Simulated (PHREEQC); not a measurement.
Make-up at 6.5 °C: 0.003 mol CdCl2 and 0.014 mol H2SO4 per kg of water. Closed to the air; pH follows from the charge balance.

Equilibrium calculation in PHREEQC: ion-association model, phreeqc.dat.

The ionic strength comes out as 0.0350 mol/kgw. What activity coefficients do Cd+2, CdCl+, H+, SO4-2, HSO4- get?

Cd+2 0.51, CdCl+ 0.85, H+ 0.87, SO4-2 0.52, HSO4- 0.85.

This is a speciation only: nothing precipitates in the calculation. At this temperature some constants are extrapolated from 25 °C, and those without enthalpy data are left unchanged.
